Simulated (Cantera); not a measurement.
# SiH4 + N2 + H2 (silicon nitride deposition)

Input: 1 mol SiH4, 1 mol N2, 10 mol H2, equilibrated at 0.133 bar.

Cantera equilibrium calculation (NASA polynomials, part measured and part estimated; ideal gas, pure solids and liquids). Candidate condensed phases: Si, Si3N4; 18 gas species. N2 is the only nitrogen source here; it is nearly inert below about 1500 K, so the nitride shown seldom forms there in practice. Mutual solubility and eutectic melting of coexisting phases are not modelled. The tables' values for SiN are old estimates; treat these amounts as uncertain. Gases not in the tables: Si2H6 and higher silanes. The numbers say what is thermodynamically allowed, not how fast it happens.

```csv
T (K),x H2,x N2,x H,x Si,n Si3N4(s),n Si(l)
1200,0.973,0.0270,5.33e-7,<1e-12,0.333,0
1350,0.973,0.0270,6.44e-6,9.31e-12,0.333,0
1500,0.973,0.0270,4.76e-5,4.40e-9,0.333,0
1650,0.973,0.0270,0.000245,6.67e-7,0.333,0
1800,0.933,0.0660,0.000947,2.38e-5,0.0755,0.773
1950,0.920,0.0768,0.00301,0.000179,0,0.996
2100,0.914,0.0765,0.00816,0.00100,0,0.981
```
x: gas mole fraction; n: condensed amount in mol.

From 1200 K to 1650 K the condensed part is Si3N4(s). At 1800 K the condensed part is Si(l) + Si3N4(s). From 1950 K to 2100 K the condensed part is Si(l).
